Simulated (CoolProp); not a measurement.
R1233zd(E) along the isotherm 176.85 °C: density (kg/m³) from the reference equation and from simpler models built on Tc = 165.7 °C, pc = 3583 kPa, ω = 0.304; each cubic takes its own stable root.

Values from CoolProp's reference Helmholtz-energy equation of state, Akasaka 2022.

```csv
p (kPa),phase,reference,van der Waals,Soave-Redlich-Kwong
2390,gas,112.3,108.2,110.6
4780,supercritical,651.8,487.9,521.1
7170,supercritical,802.7,576.4,677.3
9550,supercritical,860.8,619.3,748.0
11900,supercritical,899.0,648.5,795.9
14300,supercritical,928.7,671.4,833.6
16700,supercritical,953.0,690.0,864.5
19100,supercritical,973.6,705.7,890.6
21500,supercritical,991.6,719.3,913.3
23900,supercritical,1008,731.2,933.4
26300,supercritical,1022,741.8,951.3
28700,supercritical,1035,751.3,967.6
31100,supercritical,1048,760.0,982.5
33400,supercritical,1059,767.7,995.6
35800,supercritical,1069,775.0,1008
```
